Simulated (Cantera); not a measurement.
Feed: 1 mol Si2Cl6, 220 mol H2, at 1023.15 K and 0.00133 bar.

Method: chemical equilibrium by Gibbs-energy minimisation in Cantera with the NASA 1993 tables (ideal gas, pure condensed phases). Candidate condensed phases: Si; 19 gas species. The feed counts by its element totals alone. The tables' values for SiCl3 are old estimates; treat these amounts as uncertain. Equilibrium is a limit: real reactors are often held back by kinetics, nucleation or transport.

Base state: H2 0.977, HCl 0.0214, SiCl2 0.000838, SiCl4 0.000641, SiHCl3 0.000247, SiCl3 0.000160, SiH2Cl2 1.06e-5 (mole fractions); condensed: Si(s).

Question: What changes in the equilibrium state with this change: H2 from 220 to 44 mol?

Answer: 
```json
[
 {"species": "H2", "before": "0.977", "after": "0.929"},
 {"species": "HCl", "before": "0.0214", "after": "0.0464"},
 {"species": "SiCl4", "before": "0.000641", "after": "0.0155"},
 {"species": "SiCl3", "before": "0.000160", "after": "0.00174"},
 {"species": "SiHCl3", "before": "0.000247", "after": "0.00264"},
 {"species": "SiCl2", "before": "0.000838", "after": "0.00412"},
 {"species": "Si(s), mol", "before": "1.58", "after": "0.889"}
]
```
